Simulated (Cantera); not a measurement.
A closed system holds: 1 mol SiO2, 3.5 mol MgO, 1.1 mol N2, equilibrated at 2350 °C and 460000 Pa.

Equilibrium computed with Cantera from the NASA thermochemical tables; the gas is ideal and each condensed phase is pure. Candidate condensed phases: Mg, MgO, MgSiO3, Mg2SiO4, Si, SiO2, Si2N2O, Si3N4; 20 gas species. Mutual solubility and eutectic melting of coexisting phases are not modelled. Condensed phases not in the tables: alloys, solid solutions and most ternary compounds. The numbers say what is thermodynamically allowed, not how fast it happens.

Base state: N2 0.997, Mg 0.00105, NO 0.000888, SiO 0.000323, O2 0.000164, O 0.000154, MgO 4.87e-5 (mole fractions); condensed: MgO(s) + Mg2SiO4(l).

What changes in the equilibrium state with this change: temperature from 2350 °C to 1177 °C?


| species | before | after |
|---|---|---|
| N2 | 0.997 | 1.00 |
| Mg | 0.00105 | <1e-9 |
| NO | 0.000888 | <1e-9 |
| SiO | 0.000323 | <1e-9 |
| O2 | 0.000164 | <1e-9 |
| O | 0.000154 | <1e-9 |
| MgO | 4.87e-5 | <1e-9 |
| MgO(s), mol | 1.50 | 1.50 |
| Mg2SiO4(l), mol | 1.000 | 0 |
| Mg2SiO4(s), mol | 0 | 1.00 |

What changes in the equilibrium state with this change: temperature from 2350 °C to 1202 °C?


```json
[
 {"species": "N2", "before": "0.997", "after": "1.00"},
 {"species": "Mg", "before": "0.00105", "after": "<1e-9"},
 {"species": "NO", "before": "0.000888", "after": "<1e-9"},
 {"species": "SiO", "before": "0.000323", "after": "<1e-9"},
 {"species": "O2", "before": "0.000164", "after": "<1e-9"},
 {"species": "O", "before": "0.000154", "after": "<1e-9"},
 {"species": "MgO", "before": "4.87e-5", "after": "<1e-9"},
 {"species": "MgO(s), mol", "before": "1.50", "after": "1.50"},
 {"species": "Mg2SiO4(l), mol", "before": "1.000", "after": "0"},
 {"species": "Mg2SiO4(s), mol", "before": "0", "after": "1.00"}
]
```
